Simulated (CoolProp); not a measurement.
A closed Brayton cycle with nitrogen: compressor inlet 311.15 K and 7.2 MPa, high pressure 13.3 MPa, turbine inlet 985 K, compressor efficiency 0.89, turbine efficiency 0.85, recuperator effectiveness 0.9 (on enthalpy, no pinch check). Each further row changes one setting.

Computed with CoolProp (reference Helmholtz-energy equation of state, Span 2000).

```csv
case,thermal efficiency (%),net work (kJ/kg),compressor to turbine work,compressor exit (K),turbine exit (K)
as stated,36.5,74.8,0.49,379.4,862.6
turbine inlet 935 K,35.0,67.4,0.51,379.4,817.8
compressor inlet 321.15 K,35.6,72.2,0.51,391.5,862.6
high pressure 11.3 MPa,33.8,58.4,0.47,360.0,893.5
recuperator effectiveness 0.5,17.8,74.8,0.49,379.4,862.6
```
